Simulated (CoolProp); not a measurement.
Model: reference Helmholtz-energy equation of state, de Reuck 1990, in CoolProp.

**Question.** Give the vapour pressure (bar), liquid density (kg/m³), vapour density (kg/m³), enthalpy of vaporisation (kJ/kg) of saturated fluorine at 105.4 K.

**Answer.** 
| T (K) | p (bar) | liquid density (kg/m³) | vapour density (kg/m³) | enthalpy of vaporisation (kJ/kg) |
|---|---|---|---|---|
| 105.4 | 6.46 | 1350 | 31.8 | 151 |
